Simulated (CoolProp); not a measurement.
Model: reference Helmholtz-energy equation of state, Lemmon 2006, in CoolProp. It is a short technical equation, of lower accuracy than the large ones.

Give the vapour pressure (bar), liquid density (kg/m³), liquid cp (kJ/(kg K)), surface tension (mN/m) of saturated nitrous oxide at 264.3 K.


```json
[
 {"T (K)": "264.3", "p (bar)": "24.7", "liquid density (kg/m³)": "950", "liquid cp (kJ/(kg K))": "2.12", "surface tension (mN/m)": "6.99"}
]
```

Surface tension comes from a separate correlation (Mulero 2012).
